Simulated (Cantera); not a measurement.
Predominance diagram of Ca at 725 K against the partial pressures of O2 and Cl2 (log10, bar). Source: NASA polynomial tables (part measured, part estimated), evaluated in Cantera. Candidates: Ca(s), CaCl2(s), CaO(s). Only these pure phases compete in this equilibrium. Not in the tables: oxide halides.

```
log p(Cl2) \ log p(O2)
        columns: -33, -31.4, -29.7, -28, -26.4, -24.8, -23.1, -21.5, -19.8, -18.2, -16.5, -14.8, -13.2, -11.6, -9.9, -8.2, -6.6, -5, -3.3, -1.7, 0
      0  A A A A A A A A A A A A A A A A A A A A A
   -2.9  A A A A A A A A A A A A A A A A A A A A A
   -5.8  A A A A A A A A A A A A A A A A A A A A A
   -8.6  A A A A A A A A A A A A A A A A A A A A A
  -11.5  A A A A A A A A A A A A A A A A A B B B B
  -14.4  A A A A A A A A A A A A A A B B B B B B B
  -17.2  A A A A A A A A A A B B B B B B B B B B B
  -20.1  A A A A A A A B B B B B B B B B B B B B B
    -23  A A A B B B B B B B B B B B B B B B B B B
```

A: CaCl2(s); B: CaO(s).
